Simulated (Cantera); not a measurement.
Cantera run, input and output.

```python
import numpy as np
import cantera as ct

gas = ct.Solution("gri30.yaml")
gas.TPX = 1950, 2666, {'CH4': 1, 'H2': 2.3, 'H2O': 0.015}
inlet = ct.Reservoir(gas, clone=True)

reactor = ct.IdealGasConstPressureReactor(gas, energy="off", clone=False)
exhaust = ct.Reservoir(gas, clone=True)
tau = [2.7, 1.1, 0.47, 0.2, 0.084, 0.035, 0.015, 0.0062][0]
for a, b in ((inlet, reactor), (reactor, exhaust)):
    ct.MassFlowController(a, b, mdot=lambda t: reactor.mass / tau)
net = ct.ReactorNet([reactor])
show = ['CH4', 'H2', 'C2H4', 'C2H2', 'C2H', 'H', 'CH3']

rows = []
print(f"{'tau/s':>10s}{'T/K':>9s}" + "".join(f"{s:>11s}" for s in show))
for tau in [2.7, 1.1, 0.47, 0.2, 0.084, 0.035, 0.015, 0.0062]:
    net.initial_time = 0.0
    net.advance(30 * tau)
    before = gas.X
    net.advance(40 * tau)
    drift = np.max(np.abs(gas.X - before) / (gas.X + 1e-9))
    rows.append([gas.T, *gas[show].X, drift])
    print(f"{tau:10.3e}{gas.T:9.1f}" + "".join(f"{x:11.3e}" for x in gas[show].X))
```

It prints:

```
     tau/s      T/K        CH4         H2       C2H4       C2H2        C2H          H        CH3
 2.700e+00   1950.0  4.581e-03  8.742e-01  3.276e-05  1.115e-01  1.111e-05  5.549e-03  5.755e-04
 1.100e+00   1950.0  8.100e-03  8.722e-01  4.711e-05  1.103e-01  9.899e-06  4.989e-03  9.163e-04
 4.700e-01   1950.0  1.402e-02  8.683e-01  8.171e-05  1.082e-01  8.678e-06  4.439e-03  1.415e-03
 2.000e-01   1950.0  2.411e-02  8.616e-01  1.672e-04  1.044e-01  7.470e-06  3.929e-03  2.166e-03
 8.400e-02   1950.0  4.085e-02  8.506e-01  3.745e-04  9.774e-02  6.264e-06  3.474e-03  3.275e-03
 3.500e-02   1950.0  6.711e-02  8.336e-01  8.442e-04  8.678e-02  5.016e-06  3.071e-03  4.826e-03
 1.500e-02   1950.0  1.040e-01  8.098e-01  1.744e-03  7.108e-02  3.721e-06  2.702e-03  6.720e-03
 6.200e-03   1950.0  1.554e-01  7.769e-01  3.249e-03  4.909e-02  2.273e-06  2.293e-03  8.790e-03
```

Computed with Cantera and GRI-Mech 3.0 (53 species, 325 reactions). GRI-Mech 3.0 stops at C3 and has no aromatics, soot or wall deposition, so with more carbon than oxygen in the feed, carbon stays in small species such as C2H2 where larger ones or solid carbon would form. Radical loss at walls, strong at low pressure, is not modelled.
